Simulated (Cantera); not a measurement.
Charge: 1 mol B₂O₃, 1.7 mol H₂, 0.96 mol N₂, equilibrated at 29.0 mbar.

Method: chemical equilibrium by Gibbs-energy minimisation in Cantera with the NASA 1993 tables (ideal gas, pure condensed phases). Candidate condensed phases: B, BN, B₂O₃, B₃O₃H₃, H₂O; 39 gas species. N₂ is the only nitrogen source here; it is nearly inert below about 1500 K, so the nitride shown seldom forms there in practice. Mutual solubility and eutectic melting of coexisting phases are not modelled. The numbers say what is thermodynamically allowed, not how fast it happens.

Task: Which condensed phases are stable at each of these points (T (K)): 950, 1050, 1150, 1250, 1350, 1450, 1550, 1650, 1750, 1850, 1950, 2050, 2150, 2250?

Result: 
```json
[
 {"T (K)": "950", "condensed phases": "BN(s) + B₂O₃(l)", "B condensed (%)": "100.0"},
 {"T (K)": "1050", "condensed phases": "BN(s) + B₂O₃(l)", "B condensed (%)": "100.0"},
 {"T (K)": "1150", "condensed phases": "BN(s) + B₂O₃(l)", "B condensed (%)": "100.0"},
 {"T (K)": "1250", "condensed phases": "BN(s) + B₂O₃(l)", "B condensed (%)": "100.0"},
 {"T (K)": "1350", "condensed phases": "BN(s) + B₂O₃(l)", "B condensed (%)": "99.8"},
 {"T (K)": "1450", "condensed phases": "BN(s) + B₂O₃(l)", "B condensed (%)": "99.4"},
 {"T (K)": "1550", "condensed phases": "BN(s) + B₂O₃(l)", "B condensed (%)": "98.1"},
 {"T (K)": "1650", "condensed phases": "BN(s) + B₂O₃(l)", "B condensed (%)": "92.8"},
 {"T (K)": "1750", "condensed phases": "B₂O₃(l)", "B condensed (%)": "72.0"},
 {"T (K)": "1850", "condensed phases": "gas only", "B condensed (%)": "0.0"},
 {"T (K)": "1950", "condensed phases": "gas only", "B condensed (%)": "0.0"},
 {"T (K)": "2050", "condensed phases": "gas only", "B condensed (%)": "0.0"},
 {"T (K)": "2150", "condensed phases": "gas only", "B condensed (%)": "0.0"},
 {"T (K)": "2250", "condensed phases": "gas only", "B condensed (%)": "0.0"}
]
```

From 950 K to 1650 K the condensed part is BN(s) + B₂O₃(l). At 1750 K the condensed part is B₂O₃(l). From 1850 K to 2250 K nothing is condensed.
